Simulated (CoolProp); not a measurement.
Vapour-liquid equilibrium of R152A (1) + n-butane (2) at 244.1 K; x and y are mole fractions of (1).

The numbers come from the multi-fluid Helmholtz-energy mixture model, Outcalt 1996 and Bücker 2006; pair parameters Bell 2016 in CoolProp.

Q: Give the bubble pressure and the first vapour's composition at x = 0.05, 0.2, 0.5. Is there an azeotrope?

A: x = 0.05: 48.69 kPa, y = 0.414; x = 0.2: 75.97 kPa, y = 0.657; x = 0.5: 86.14 kPa, y = 0.724. y crosses x between x = 0.65 and 0.8: the model has an azeotrope there.

Pair parameters are fitted to limited data, so mixtures are less certain than the pure fluids. With so large a gap from Raoult's law the liquid may split in two, which this calculation doesn't test in full.
